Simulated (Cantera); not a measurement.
## Counterflow diffusion flame

A counterflow diffusion flame at 220000 Pa, nozzles 20 mm apart: fuel side CH4 : C2H6 : C3H8 : N2 = 1 : 1.5 : 0.055 : 0.41 (molar parts) at 400 K, oxidiser side O2 : N2 = 0.18 : 0.82 (molar parts) at 575 K, fuel mass flux 1.3 times the oxidiser's; mixture-averaged transport, no radiation.

Detailed kinetics in Cantera: GRI-Mech 3.0 (53 species, 325 reactions). GRI-Mech 3.0 has no aromatics or soot, which form on the fuel side of real flames. The maximum strain rate includes the flame's own expansion and is several times the mean.

| oxidiser flux (kg/m²/s) | max strain (1/s) | mean strain (1/s) | T max (K) | peak x OH | peak x H | peak x NO | peak x CO | peak x C2H2 |
|---|---|---|---|---|---|---|---|---|
| 0.55 | 219 | 42.1 | 2057 | 0.00512 | 0.00220 | 0.000216 | 0.0401 | 0.0271 |
| 0.79 | 308 | 60.5 | 2039 | 0.00520 | 0.00238 | 0.000201 | 0.0403 | 0.0253 |
| 1.1 | 421 | 84.3 | 2023 | 0.00525 | 0.00256 | 0.000186 | 0.0407 | 0.0237 |
| 1.7 | 635 | 130 | 2001 | 0.00529 | 0.00279 | 0.000163 | 0.0414 | 0.0216 |
| 2.4 | 876 | 184 | 1979 | 0.00523 | 0.00295 | 0.000141 | 0.0422 | 0.0198 |
| 3.5 | 1240 | 268 | 1952 | 0.00509 | 0.00309 | 0.000114 | 0.0432 | 0.0176 |
| 5 | 1720 | 383 | 1922 | 0.00483 | 0.00314 | 8.67e-5 | 0.0445 | 0.0153 |
| 7.2 | 2410 | 552 | 1883 | 0.00440 | 0.00308 | 5.75e-5 | 0.0462 | 0.0125 |
x: mole fraction; the columns are a selection and need not sum to one.
